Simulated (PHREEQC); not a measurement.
Consider water at 88 °C with 0.062 mol/kgw KOH, 0.0009 mol/kgw H3BO3 and 0.0054 mol/kgw K3PO4. Closed to the air; pH follows from the charge balance.

Equilibrium calculation in PHREEQC: ion-association model, wateq4f.dat.

Each row changes one thing in this solution. No solid was allowed to form.

```tsv
case	pH	ionic strength (mol/kgw)	HPO4-2 (mol/kgw)	PO4-3 (mol/kgw)	KHPO4- (mol/kgw)	H2PO4- (mol/kgw)
as made	11.15	0.0875	0.00314	0.00210	0.000161	1.21e-7
KOH replaced by KHCO3 at the same molality	8.73	0.0880	0.00508	1.31e-5	(withheld)	5.09e-5
H3BO3 left out	11.15	0.0875	0.00312	0.00212	0.000160	1.18e-7
KOH replaced by K2CO3 at the same molality	10.43	0.199	0.00431	(withheld)	0.000285	6.88e-7
temperature from 88 to 5 °C	13.41	0.0939	(withheld)	0.00517	(withheld)	7.52e-11
```

Problem. What belongs in the gaps?

Solution. 
- KOH replaced by KHCO3 at the same molality, KHPO4- (mol/kgw): 0.000259
- KOH replaced by K2CO3 at the same molality, PO4-3 (mol/kgw): 0.000807
- temperature from 88 to 5 °C, HPO4-2 (mol/kgw): 0.000215
- temperature from 88 to 5 °C, KHPO4- (mol/kgw): 1.25e-5

H3PO4, which wateq4f.dat lacks, is added to it with the constant of phreeqc.dat. Away from 25 °C the constants follow the database's enthalpies or fits; those with neither stay at their 25 °C values.
